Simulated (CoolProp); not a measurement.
The fluid at 298.15 K and 3.25 MPa flows at 0.12 m/s in a round tube of 2 mm bore and 15 µm roughness, fully developed (64/Re and Nu = 3.66 if laminar; Colebrook and Gnielinski if turbulent). The same conditions are run with several fluids, on thermodynamics alone (safety and materials aside).

Model: reference Helmholtz-energy equation of state of each fluid (R143a: Lemmon and Jacobsen 2000; benzene: Thol 2012; n-decane: Lemmon 2006; R236FA: Pan 2012; ethanol: Schroeder 2014), in CoolProp.

| fluid | Reynolds number | Darcy friction factor | pressure drop (Pa/m) | heat-transfer coefficient (W/(m² K)) | mass flow (kg/h) |
|---|---|---|---|---|---|
| R143a | 1950 | 0.0328 | 112 | 133 | 1.29 |
| benzene | 340 | 0.188 | 594 | ? | 1.19 |
| n-decane | ? | 0.322 | 845 | 239 | 0.989 |
| R236FA | ? | 0.0587 | 290 | ? | ? |
| ethanol | 171 | 0.374 | 1060 | ? | 1.07 |

**Question.** Fill in the missing entries.

**Answer.** 
- benzene, heat-transfer coefficient (W/(m² K)): 261
- n-decane, Reynolds number: 199
- R236FA, Reynolds number: 1090
- R236FA, heat-transfer coefficient (W/(m² K)): 137
- R236FA, mass flow (kg/h): 1.87
- ethanol, heat-transfer coefficient (W/(m² K)): 302

Transport values come from each fluid's own correlations; those of R143a, R236FA are estimates that may be off by 10 % or more.
